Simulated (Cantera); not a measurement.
A Cantera script and what it prints.

```python
import numpy as np
import cantera as ct

gas_names = """
    AL ALCL ALCL2 ALCL3 ALN AL2 AL2CL6 CL CL2 N N2
""".split()
cond_names = """
    AL(cr) AL(L) ALCL3(s) ALCL3(L) ALN(s)
""".split()


# ... load() reads the species with a 1 bar reference pressure and builds the phases ...
atoms = {
    'AlN': {'AL': 1, 'N': 1},
    'Cl2': {'CL': 2},
}
top_T = {'ALN(s)': 2750}  # K; cautious upper limits of use, not melting points


# ... equilibrate(T, P, feed) seeds the gas with the atoms and calls Mixture.equilibrate('TP', solver="vcs", rtol=1e-11, max_steps=5000) ...
results = []
feed = {'AlN': 1, 'Cl2': 0.042}  # mol
T = 1373.15  # K
for P in [1000, 4000, 16000, 63000, 250000, 1000000]:
    mix = equilibrate(T, P, feed)
    results.append((T, P, feed, dict(zip(mix.species_names, mix.species_moles))))

top = {s: max(r[3][s] / sum(r[3][g] for g in gas_names) for r in results) for s in gas_names}
cols = sorted((s for s in top if top[s] > 0.0001), key=lambda s: -top[s])[:8]
seen = [c for c in cond_names if any(r[3].get(c, 0) > 1e-12 for r in results)]
print("log10 of partial pressures in bar; condensed amounts in mol")
print(f"{'P/Pa':>10s}" + "".join(f"{s[:9]:>10s}" for s in cols + seen))
for T, P, feed, n in results:
    ng = sum(n[g] for g in gas_names)
    print(f"{P:10.4g}" + "".join(f"{np.log10(max(n[s] / ng * P / 1e5, 1e-99)):10.3f}" for s in cols)
          + "".join(f"{n.get(c, 0):10.4g}" for c in seen))
```

Result:

```
log10 of partial pressures in bar; condensed amounts in mol
      P/Pa     ALCL3        N2     ALCL2    AL2CL6      ALCL    ALN(s)
      1000    -2.185    -2.477    -3.956    -6.966    -4.610    0.9718
      4000    -1.578    -1.875    -3.652    -5.753    -4.608    0.9719
   1.6e+04    -0.974    -1.273    -3.350    -4.544    -4.607     0.972
   6.3e+04    -0.378    -0.677    -3.052    -3.353    -4.607     0.972
   2.5e+05     0.219    -0.078    -2.753    -2.158    -4.608     0.972
     1e+06     0.814     0.528    -2.457    -0.968    -4.611     0.972
```

Method: chemical equilibrium by Gibbs-energy minimisation in Cantera with the NASA 1993 tables (ideal gas, pure condensed phases). The tables' values for AlCl2 are old estimates; treat these amounts as uncertain.
